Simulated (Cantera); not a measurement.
Mixture: CH3OH : O2 : N2 : H2 = 1 : 2.73 : 8.45 : 0.13 (molar parts), equivalence ratio 0.57, at 1000000 Pa, adiabatic and at constant pressure. Ignition delay is the time to a rise of 400 K.

Model: GRI-Mech 3.0 (53 species, 325 reactions), integrated in Cantera. GRI-Mech 3.0 was tuned for natural gas; its chemistry of methanol as a main component is partial and can be far from experiment.

Q: Predict: delay at 1175 K; delay at 1375 K; delay at 1575 K; delay at 1775 K; delay at 1975 K; apparent activation energy between 1875 and 2075 K.

A: 
| Quantity | Result |
|---|---|
| delay at 1175 K | 2.02 ms |
| delay at 1375 K | 0.124 ms |
| delay at 1575 K | 17.6 µs |
| delay at 1775 K | 4.36 µs |
| delay at 1975 K | 1.49 µs |
| apparent activation energy between 1875 and 2075 K | 150 kJ/mol |
